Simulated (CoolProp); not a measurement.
Computed with CoolProp (reference Helmholtz-energy equation of state, Wagner 2002).

Question: Give the vapour pressure (MPa), liquid density (kg/m³), liquid cp (kJ/(kg K)), vapour Z of saturated water at 219.05, 280.75, 363.05 °C.

Answer: 
```tsv
T (°C)	p (MPa)	liquid density (kg/m³)	liquid cp (kJ/(kg K))	vapour Z
219.05	2.28	841	4.61	0.879
280.75	6.49	749	5.30	0.756
363.05	19.4	509	18.3	0.421
```
